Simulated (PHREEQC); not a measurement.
# Acid rinse or clean

Consider water at 25 °C with 0.14 mol HNO3 and 0.018 mol CaCl2 per kg of water. Closed to the air; pH follows from the charge balance.

Equilibrium calculation in PHREEQC: ion-association model, wateq4f.dat.

Precipitation was switched off in this run.

Problem. Predict the pH, activity of water.

Solution. pH 0.95; activity of water 0.994.
